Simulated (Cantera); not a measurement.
Mixture: H2 : O2 : N2 : NO = 1 : 0.278 : 1.04 : 0.0067 (molar parts), at 3980 Torr, adiabatic and at constant pressure. Ignition delay is the time to a rise of 400 K.

Computed with Cantera and GRI-Mech 3.0 (53 species, 325 reactions). The hydrogen kinetics of GRI-Mech 3.0 are dated; newer H2 mechanisms differ, most at raised pressure. The mechanism lacks 2 NO + O2 → 2 NO2 and HONO, so NO2 and the effect of NO are under-described below about 1400 K.

Predict: delay at 1075 K; delay at 1125 K; delay at 1175 K; delay at 1225 K; delay at 1275 K; delay at 1325 K; delay at 1375 K; apparent activation energy between 1275 and 1375 K.


```
Quantity                                               Result
--------------------------------------------------  ---------
delay at 1075 K                                       52.1 µs
delay at 1125 K                                       28.8 µs
delay at 1175 K                                       17.2 µs
delay at 1225 K                                       11.1 µs
delay at 1275 K                                       7.78 µs
delay at 1325 K                                       5.80 µs
delay at 1375 K                                       4.53 µs
apparent activation energy between 1275 and 1375 K  79 kJ/mol
```
